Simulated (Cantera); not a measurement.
**Hydrocarbon pyrolysis for carbon deposition**

An isothermal, constant-pressure homogeneous reactor starts with C₂H₆ : N₂ = 1 : 110 (molar parts), at 1825 K and 0.390 bar.

Model: GRI-Mech 3.0 (53 species, 325 reactions), integrated in Cantera. GRI-Mech 3.0 stops at C3 and has no aromatics, soot or wall deposition, so with more carbon than oxygen in the feed, carbon stays in small species such as C2H2 where larger ones or solid carbon would form.

| t (s) | x C₂H₆ | x HCN | x C₂H₂ | x H₂ | x CH₂ | x CH₃ |
|---|---|---|---|---|---|---|
| 5.00e-6 | 0.00801 | 2.85e-10 | 2.82e-8 | 2.00e-5 | 1.42e-6 | 0.00186 |
| 1.41e-5 | 0.00613 | 2.37e-7 | 7.86e-6 | 0.000486 | 1.75e-5 | 0.00410 |
| 3.97e-5 | 0.00189 | 9.10e-6 | 0.000736 | 0.00427 | 4.31e-5 | 0.00479 |
| 0.000112 | 8.88e-5 | 3.18e-5 | 0.00462 | 0.0109 | 2.51e-5 | 0.00155 |
| 0.000316 | 7.42e-6 | 4.41e-5 | 0.00724 | 0.0144 | 6.84e-6 | 0.000489 |
| 0.000890 | 1.79e-6 | 4.86e-5 | 0.00802 | 0.0155 | 2.03e-6 | 0.000224 |
| 0.00251 | 5.75e-7 | 5.07e-5 | 0.00823 | 0.0160 | 7.39e-7 | 0.000122 |
| 0.00707 | 2.66e-7 | 5.25e-5 | 0.00836 | 0.0163 | 4.24e-7 | 8.18e-5 |
| 0.0199 | 1.17e-7 | 5.57e-5 | 0.00852 | 0.0168 | 2.92e-7 | 5.44e-5 |
| 0.0562 | 2.92e-8 | 6.12e-5 | 0.00867 | 0.0172 | 1.56e-7 | 2.73e-5 |
| 0.158 | 4.47e-9 | 6.87e-5 | 0.00876 | 0.0175 | 6.38e-8 | 1.07e-5 |
| 0.446 | 5.14e-10 | 7.72e-5 | 0.00879 | 0.0176 | 2.20e-8 | 3.64e-6 |
| 1.26 | 4.66e-11 | 8.52e-5 | 0.00880 | 0.0176 | 6.57e-9 | 1.08e-6 |
| 3.55 | 5.67e-12 | 9.11e-5 | 0.00880 | 0.0176 | 1.96e-9 | 3.20e-7 |
| 10.0 | 3.74e-12 | 9.72e-5 | 0.00880 | 0.0176 | 1.40e-9 | 2.29e-7 |
x: mole fraction; the columns are a selection and need not sum to one.

Equilibrium at this temperature and pressure: C₂H₆ <1e-12, HCN 0.0163, C₂H₂ 0.000704, H₂ 0.0176, CH₂ 7.69e-10, CH₃ 1.25e-7 (gas phase only).
